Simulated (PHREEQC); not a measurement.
Dissolve 0.03 mol/kgw MgSO4 and 0.12 mol/kgw Na2SO4 at 25 °C. Closed to the air; pH follows from the charge balance.

All values are PHREEQC results (ion-association model, phreeqc.dat), not measurements.

No solid was allowed to form.

**Question.** Predict the ionic strength, activity of water.

**Answer.** ionic strength 0.352 mol/kgw; activity of water 0.994.

**Question.** In which forms is Na present?

**Answer.** Na+ 89 %, NaSO4- 11 % of the Na.
